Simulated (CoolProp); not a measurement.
Vapour-liquid equilibrium of C2F6 (R116) (1) + R22 (2) at -48.35 °C; x and y are mole fractions of (1).

Model: multi-fluid Helmholtz-energy mixture model, Lemmon 2006 and Kamei 1995; pair parameters Bell 2016, in CoolProp.

**Question.** Give the bubble pressure and the first vapour's composition at x = 0.125, 0.5, 0.65. Is there an azeotrope?

**Answer.** x = 0.125: 239.5 kPa, y = 0.721; x = 0.5: 340.7 kPa, y = 0.825; x = 0.65: 355.8 kPa, y = 0.846. No azeotrope shows between x = 0.05 and 0.95.

Pair parameters are fitted to limited data, so mixtures are less certain than the pure fluids. With so large a gap from Raoult's law the liquid may split in two, which this calculation doesn't test in full.
